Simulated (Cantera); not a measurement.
A closed system holds: 1 mol CH2F2, 1.2 mol H2, held at 2302 °C and 1.30 Pa.

These are equilibrium values from Cantera (NASA tables, ideal gas, pure condensed phases), not measurements of a reactor. Kinetics and transport are ignored.

```csv
species,before,after
HF,0.257,0.616
H2,0.00326,0.351
H,0.548,0.0274
C,0.0256,8.08e-7
C3,0.0474,2.75e-6
F,0.109,0.000122
C2,0.00601,2.57e-7
CH3,<1e-9,1.27e-5
C4,2.90e-5,2.29e-9
C5,0.000105,1.12e-8
CF,0.00328,4.97e-6
C4H2,8.57e-8,3.14e-5
"C(graphite), mol",0,0.966
```
Gas species are given as mole fractions.

Q: Name the change that produced these shifts.
A) H2 from 1.2 to 0.098 mol
B) H2 from 1.2 to 0.1 mol
C) pressure from 1.30 Pa to 0.560 bar
D) temperature from 2302 °C to 1502 °C

A: C, pressure from 1.30 Pa to 0.560 bar
